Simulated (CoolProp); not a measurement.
Vapour-liquid equilibrium of acetone (1) + n-dodecane (2) at 0.157 MPa; x and y are mole fractions of (1).

Computed with CoolProp (multi-fluid Helmholtz-energy mixture model, Lemmon 2006 and Lemmon 2004; pair parameters Bell 2016).

```
x      bubble temperature (°C)  y at the bubble point  dew temperature at overall composition x (°C)  liquid density (mol/L)
-----  -----------------------  ---------------------  ---------------------------------------------  ----------------------
0.05                     195.5                    ___                                          233.1                   3.729
0.125                      ___                  0.924                                          229.2                   4.232
0.2                      114.3                  0.978                                          225.2                   4.662
0.275                     97.7                  0.990                                          220.8                     ___
0.35                       ___                  0.994                                          216.1                   5.474
0.425                      ___                  0.996                                            ___                   5.906
0.5                       80.2                  0.997                                          205.5                   6.381
0.575                      ___                  0.997                                          199.2                   6.915
0.65                      77.4                  0.997                                          192.0                   7.530
0.725                     76.3                  0.998                                          183.5                     ___
0.8                       75.0                  0.998                                          172.9                   9.120
0.875                     73.3                  0.999                                          158.3                   10.18
0.95                      71.1                  0.999                                          133.3                   11.52
```

Q: What belongs in the gaps?

A: 
- 0.05, y at the bubble point: 0.616
- 0.125, bubble temperature (°C): 144.0
- 0.275, liquid density (mol/L): 5.065
- 0.35, bubble temperature (°C): 88.4
- 0.425, bubble temperature (°C): 83.1
- 0.425, dew temperature at overall composition x (°C): 211.1
- 0.575, bubble temperature (°C): 78.5
- 0.725, liquid density (mol/L): 8.252

No azeotrope shows between x = 0.05 and 0.95.

The pair parameters rest on a limited set of measurements; away from them the model extrapolates. The gap from Raoult's law changes sign with composition, which may be real or a fault of the pair parameters; it wasn't checked against measurements. With so large a gap from Raoult's law the liquid may split in two, which this calculation doesn't test in full.
